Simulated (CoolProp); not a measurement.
Vapour-liquid equilibrium of R22 (1) + methanol (2) at 4.04 bar; x and y are mole fractions of (1).

Computed with CoolProp (multi-fluid Helmholtz-energy mixture model, Kamei 1995 and de Reuck 1993; pair parameters Bell 2016).

```json
[
 {"x": "0.05", "bubble temperature (K)": "351.8", "y at the bubble point": "…", "dew temperature at overall composition x (K)": "…", "liquid density (mol/L)": "22.27"},
 {"x": "0.2", "bubble temperature (K)": "307.9", "y at the bubble point": "…", "dew temperature at overall composition x (K)": "370.2", "liquid density (mol/L)": "21.85"},
 {"x": "0.35", "bubble temperature (K)": "291.2", "y at the bubble point": "…", "dew temperature at overall composition x (K)": "363.9", "liquid density (mol/L)": "20.70"},
 {"x": "0.5", "bubble temperature (K)": "282.6", "y at the bubble point": "0.987", "dew temperature at overall composition x (K)": "…", "liquid density (mol/L)": "19.41"},
 {"x": "0.65", "bubble temperature (K)": "…", "y at the bubble point": "0.992", "dew temperature at overall composition x (K)": "346.6", "liquid density (mol/L)": "…"},
 {"x": "0.8", "bubble temperature (K)": "272.7", "y at the bubble point": "0.996", "dew temperature at overall composition x (K)": "332.6", "liquid density (mol/L)": "16.78"},
 {"x": "0.95", "bubble temperature (K)": "…", "y at the bubble point": "0.999", "dew temperature at overall composition x (K)": "303.6", "liquid density (mol/L)": "15.49"}
]
```

**Question.** Complete the blanks.

**Answer.** 
- 0.05, y at the bubble point: 0.575
- 0.05, dew temperature at overall composition x (K): 375.7
- 0.2, y at the bubble point: 0.937
- 0.35, y at the bubble point: 0.976
- 0.5, dew temperature at overall composition x (K): 356.3
- 0.65, bubble temperature (K): 277.0
- 0.65, liquid density (mol/L): 18.09
- 0.95, bubble temperature (K): 268.4

No azeotrope shows between x = 0.05 and 0.95.

Pair parameters are fitted to limited data, so mixtures are less certain than the pure fluids.
